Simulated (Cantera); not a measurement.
A Cantera script and its output.

```python
import numpy as np
import cantera as ct

gas = ct.Solution("gri30.yaml")
gas.TPX = 1898, 200000, {'CH4': 1, 'CO2': 4.5}
inlet = ct.Reservoir(gas, clone=True)

reactor = ct.IdealGasConstPressureReactor(gas, energy="off", clone=False)
exhaust = ct.Reservoir(gas, clone=True)
tau = [0.94, 0.31, 0.1, 0.034, 0.011, 0.0036, 0.0012, 0.0004][0]
for a, b in ((inlet, reactor), (reactor, exhaust)):
    ct.MassFlowController(a, b, mdot=lambda t: reactor.mass / tau)
net = ct.ReactorNet([reactor])
show = ['CH4', 'CO2', 'C2H', 'O', 'CH2', 'H2O2']

rows = []
print(f"{'tau/s':>10s}{'T/K':>9s}" + "".join(f"{s:>11s}" for s in show))
for tau in [0.94, 0.31, 0.1, 0.034, 0.011, 0.0036, 0.0012, 0.0004]:
    net.initial_time = 0.0
    net.advance(30 * tau)
    before = gas.X
    net.advance(40 * tau)
    drift = np.max(np.abs(gas.X - before) / (gas.X + 1e-9))
    rows.append([gas.T, *gas[show].X, drift])
    print(f"{tau:10.3e}{gas.T:9.1f}" + "".join(f"{x:11.3e}" for x in gas[show].X))
```

Output:

```
     tau/s      T/K        CH4        CO2        C2H          O        CH2       H2O2
 9.400e-01   1898.0  7.201e-04  2.777e-01  2.177e-09  3.626e-08  4.177e-08  6.200e-11
 3.100e-01   1898.0  1.880e-03  2.822e-01  1.487e-08  3.474e-08  1.161e-07  6.260e-11
 1.000e-01   1898.0  4.309e-03  2.960e-01  7.956e-08  2.941e-08  3.030e-07  6.570e-11
 3.400e-02   1898.0  8.236e-03  3.289e-01  2.812e-07  2.064e-08  6.738e-07  7.228e-11
 1.100e-02   1898.0  1.508e-02  3.944e-01  6.966e-07  1.339e-08  1.302e-06  7.789e-11
 3.600e-03   1898.0  2.880e-02  4.892e-01  1.086e-06  9.397e-09  1.920e-06  6.485e-11
 1.200e-03   1898.0  5.670e-02  6.022e-01  1.047e-06  6.994e-09  2.136e-06  3.325e-11
 4.000e-04   1898.0  9.762e-02  7.095e-01  6.865e-07  5.136e-09  2.190e-06  1.139e-11
```

Cantera simulation using GRI-Mech 3.0 (53 species, 325 reactions); the numbers are that mechanism's predictions, not measurements.
